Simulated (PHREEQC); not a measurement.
Consider water at 25 °C with 0.053 mol/kgw CuSO4, 4.4e-05 mol/kgw HCl and 0.013 mol/kgw KCl. Closed to the air; pH follows from the charge balance.

All values are PHREEQC results (ion-association model, wateq4f.dat), not measurements.

This is a speciation only: nothing precipitates in the calculation.

### Question
Predict the pH, ionic strength.

### Answer
pH 4.50; ionic strength 0.133 mol/kgw.

### Question
In which forms is S present?

### Answer
SO4-2 56 %, CuSO4 42 %, KSO4- 1.6 % of the S.

Examples of supersaturated solids here: Antlerite, Brochantite. Others may be too. Species that the database lacks are ignored.
